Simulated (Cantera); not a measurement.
Input (Python, Cantera) and output of one run.

```python
import numpy as np
import cantera as ct

gas_names = [...]  # 151 gases of nasa_gas.yaml made of C, H, N, O, Si
cond_names = """
    C(gr) C6H6(L) C7H8(L) C8H18(L),n-octa H2O(s) H2O(L) Si(cr) Si(L) SiC(b) SiO2(Lqz) SiO2(hqz) SiO2(L)
    Si2N2O(s) Si3N4(a)
""".split()


# ... load() reads the species with a 1 bar reference pressure and builds the phases ...
atoms = {
    'Si3N4': {'Si': 3, 'N': 4},
    'CO2': {'C': 1, 'O': 2},
    'H2': {'H': 2},
}
top_T = {'C(gr)': 4500, 'SiC(b)': 3050, 'Si2N2O(s)': 2100, 'Si3N4(a)': 2400}  # K; cautious upper limits of use, not melting points


# ... equilibrate(T, P, feed) seeds the gas with the atoms and calls Mixture.equilibrate('TP', solver="vcs", rtol=1e-11, max_steps=5000) ...
results = []
feed = {'Si3N4': 1, 'CO2': 0.054, 'H2': 5.4}  # mol
T = 2173.15  # K
P = 320  # Pa
mix = equilibrate(T, P, feed)
results.append((T, P, feed, dict(zip(mix.species_names, mix.species_moles))))
x = sorted(zip(gas.X, gas.species_names), reverse=True)
print(f"T = {T:g} K  P = {P:g} Pa  gas = {mix.phase_moles(0):.4g} mol")
print("   x: " + "  ".join(f"{s} {v:.3e}" for v, s in x if v > 0.001))
print("   condensed (mol): " + ("  ".join(f"{mix.phase(i).name} {mix.phase_moles(i):.4g}"
      for i in range(1, mix.n_phases) if mix.phase_moles(i) > 1e-12) or "none"))
```

Output:

```
T = 2173.15 K  P = 320 Pa  gas = 8.598 mol
   x: H2 5.938e-01  N2 2.319e-01  Si 8.852e-02  H 6.579e-02  SiO 9.227e-03  CO 3.334e-03  Si2C 2.358e-03  SiH 1.801e-03  Si2 1.344e-03
   condensed (mol): Si(L) 2.06
```

Equilibrium computed with Cantera from the NASA thermochemical tables; the gas is ideal and each condensed phase is pure. The tables' values for SiN are old estimates; treat these amounts as uncertain. Gases not in the tables: Si2H6 and higher silanes.
